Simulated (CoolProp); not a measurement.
Aqueous propylene glycol as a coolant, 53 % by mass, freezing at -36.8 °C, 1 atm.

Computed with CoolProp (Melinder's fits for secondary coolants).

```tsv
T (°C)	viscosity (mPa s)	cp (kJ/(kg K))	density (kg/m³)	Prandtl number
-32.3	322	3.262	1068	3230
-26	172	3.287	1065	1730
-19.7	97.0	3.313	1063	973
-13.4	57.4	3.339	1060	575
-7.1	35.5	3.364	1057	356
-0.8	23.0	3.390	1053	230
5.5	15.5	3.415	1050	155
11.8	10.8	3.441	1046	108
18.1	7.82	3.466	1042	78.1
24.4	5.84	3.492	1038	58.3
30.7	4.50	3.517	1033	44.8
```
